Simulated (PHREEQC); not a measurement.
Solution (25 °C): 0.0017 mol CdSO4, 0.02 mol Na2SO4 and 0.00015 mol MnSO4 per kg of water. Closed to the air; pH follows from the charge balance.

Equilibrium calculation in PHREEQC: ion-association model, wateq4f.dat.

Precipitation was switched off in this run.

Task: Order these S species by the share of S that they hold, largest first: MnSO4, SO4-2, CdSO4, NaSO4-, Cd(SO4)2-2.

Result: SO4-2 (87 %), NaSO4- (7.3 %), CdSO4 (3.6 %), Cd(SO4)2-2 (1.5 %), MnSO4 (0.28 %)

The pH is 6.83 and the ionic strength 0.0602 mol/kgw. Species that the database lacks are ignored.
